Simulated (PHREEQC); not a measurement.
A solution holds 0.71 mmol/kgw PbCl2 and 2.4 mmol/kgw KNO3, at 20 °C. Closed to the air; pH follows from the charge balance.

Equilibrium calculation in PHREEQC: ion-association model, phreeqc.dat.

This is a speciation only: nothing precipitates in the calculation.

### Question
Predict the pH.

### Answer
pH 5.50.

### Question
In which forms is Cl present?

### Answer
Cl- 98 %, PbCl+ 1.7 % of the Cl.
